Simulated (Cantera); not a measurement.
Gas mixture: 67.1 % C₂H₆, 32.9 % H₂, at 0.000691 atm, frozen composition.

Cantera's kinetic-theory transport with the Lennard-Jones parameters of GRI-Mech 3.0, ideal gas; thermal conductivity in the multicomponent form. The composition is frozen, though it would react at the higher temperatures.

D: mixture-averaged diffusion coefficient of that species in the mixture.

| T (K) | ρ (kg/m³) | cp (J/kg/K) | μ (µPa s) | λ (mW/m/K) | Pr | D (cm²/s) H | D (cm²/s) OH | D (cm²/s) H₂ |
|---|---|---|---|---|---|---|---|---|
| 400 | 0.000439 | 2559 | 12.8 | 64.0 | 0.512 | 2540 | 733 | 1360 |
| 650 | 0.000270 | 3509 | 19.2 | 115 | 0.585 | 6010 | 1700 | 3120 |
| 900 | 0.000195 | (withheld) | (withheld) | (withheld) | 0.614 | (withheld) | (withheld) | (withheld) |
| 1150 | 0.000153 | 4712 | 29.1 | 218 | 0.629 | 15900 | 4460 | 8100 |
| 1400 | 0.000125 | 5087 | (withheld) | (withheld) | 0.634 | (withheld) | (withheld) | (withheld) |
| 1650 | 0.000106 | 5363 | 37.3 | 314 | 0.636 | 29200 | 8150 | 14700 |
| 1900 | 9.24e-5 | 5565 | 40.9 | 358 | 0.636 | 36900 | 10300 | 18600 |

Question: Complete the blanks.

Answer: 
- 900, cp (J/kg/K): 4187
- 900, μ (µPa s): 24.5
- 900, λ (mW/m/K): 167
- 900, D (cm²/s) H: 10500
- 900, D (cm²/s) OH: 2960
- 900, D (cm²/s) H₂: 5380
- 1400, μ (µPa s): 33.4
- 1400, λ (mW/m/K): 268
- 1400, D (cm²/s) H: 22200
- 1400, D (cm²/s) OH: 6200
- 1400, D (cm²/s) H₂: 11200
